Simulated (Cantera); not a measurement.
A Cantera script and what it prints.

```python
import numpy as np
import cantera as ct

gas_names = """
    H HNO HNO2 HNO3 HO2 H2 H2O H2O2 N NH NH2 NH3 NH2OH NO NO2 NO3 N2 N2H2 N2H4 N2O O OH O2 O3 Si SiH
    SiH2 SiH3 SiH4 SiN SiO SiO2 Si2 Si2N Si3
""".split()
cond_names = """
    H2O(s) H2O(L) Si(cr) Si(L) SiO2(Lqz) SiO2(hqz) SiO2(L) Si2N2O(s) Si3N4(a)
""".split()


# ... load() reads the species with a 1 bar reference pressure and builds the phases ...
atoms = {
    'Si3N4': {'Si': 3, 'N': 4},
    'H2O': {'H': 2, 'O': 1},
    'N2': {'N': 2},
}
top_T = {'Si2N2O(s)': 2100, 'Si3N4(a)': 2400}  # K; cautious upper limits of use, not melting points


# ... equilibrate(T, P, feed) seeds the gas with the atoms and calls Mixture.equilibrate('TP', solver="vcs", rtol=1e-11, max_steps=5000) ...
results = []
T = 1350  # K
P = 27000  # Pa
for m in [0.011, 0.028, 0.074, 0.19, 0.5, 1.3, 3.4]:
    feed = {'Si3N4': 1, 'H2O': m, 'N2': 14}  # mol
    mix = equilibrate(T, P, feed)
    results.append((T, P, feed, dict(zip(mix.species_names, mix.species_moles))))
    x = sorted(zip(gas.X, gas.species_names), reverse=True)
    print(f"T = {T:g} K  P = {P:g} Pa  n(H2O) = {m:g} mol  gas = {mix.phase_moles(0):.4g} mol")
    print("   x: " + "  ".join(f"{s} {v:.3e}" for v, s in x if v > 0.0001))
    print("   condensed (mol): " + ("  ".join(f"{mix.phase(i).name} {mix.phase_moles(i):.4g}"
          for i in range(1, mix.n_phases) if mix.phase_moles(i) > 1e-12) or "none"))
```

It prints:

```
T = 1350 K  P = 27000 Pa  n(H2O) = 0.011 mol  gas = 14.01 mol
   x: N2 9.992e-01  H2 7.848e-04
   condensed (mol): Si2N2O(s) 0.011  Si3N4(a) 0.9927
T = 1350 K  P = 27000 Pa  n(H2O) = 0.028 mol  gas = 14.04 mol
   x: N2 9.980e-01  H2 1.995e-03
   condensed (mol): Si2N2O(s) 0.028  Si3N4(a) 0.9813
T = 1350 K  P = 27000 Pa  n(H2O) = 0.074 mol  gas = 14.1 mol
   x: N2 9.948e-01  H2 5.249e-03
   condensed (mol): Si2N2O(s) 0.074  Si3N4(a) 0.9507
T = 1350 K  P = 27000 Pa  n(H2O) = 0.19 mol  gas = 14.25 mol
   x: N2 9.867e-01  H2 1.333e-02
   condensed (mol): Si2N2O(s) 0.19  Si3N4(a) 0.8733
T = 1350 K  P = 27000 Pa  n(H2O) = 0.5 mol  gas = 14.67 mol
   x: N2 9.659e-01  H2 3.409e-02
   condensed (mol): Si2N2O(s) 0.5  Si3N4(a) 0.6667
T = 1350 K  P = 27000 Pa  n(H2O) = 1.3 mol  gas = 15.73 mol
   x: N2 9.174e-01  H2 8.263e-02
   condensed (mol): Si2N2O(s) 1.3  Si3N4(a) 0.1333
T = 1350 K  P = 27000 Pa  n(H2O) = 3.4 mol  gas = 18.53 mol
   x: N2 8.165e-01  H2 1.834e-01
   condensed (mol): SiO2(hqz) 1.266  Si2N2O(s) 0.867
```

Equilibrium computed with Cantera from the NASA thermochemical tables; the gas is ideal and each condensed phase is pure. Mutual solubility and eutectic melting of coexisting phases are not modelled. The tables hold silica as quartz up to 1696 K and as liquid above; real silica turns to tridymite and cristobalite and melts near 1996 K.
